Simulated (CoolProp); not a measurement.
A simple Rankine cycle with dimethyl carbonate: condensing at 322.15 K, boiler at 1.8 MPa, turbine inlet 599 K, turbine efficiency 0.85, pump efficiency 0.8, no recuperator. Each further row changes one setting.

Computed with CoolProp (reference Helmholtz-energy equation of state, Zhou 2011).

```
case                             thermal efficiency (%)  net work (kJ/kg)  heat in (kJ/kg)  turbine exit temperature (K)  volume ratio over the turbine
-------------------------------  ----------------------  ----------------  ---------------  ----------------------------  -----------------------------
as stated                                          21.4               175              818                             ?                           73.2
condensing temperature 314.15 K                    22.6               188              833                             ?                              ?
boiler pressure 1.26 MPa                           20.0               165                ?                         497.4                              ?
turbine efficiency 0.75                            18.9               154              818                         499.5                           75.1
```

Problem. What belongs in the gaps?

Solution. 
- as stated, turbine exit temperature (K): 486.9
- condensing temperature 314.15 K, turbine exit temperature (K): 479.1
- condensing temperature 314.15 K, volume ratio over the turbine: 102
- boiler pressure 1.26 MPa, heat in (kJ/kg): 825
- boiler pressure 1.26 MPa, volume ratio over the turbine: 50.5
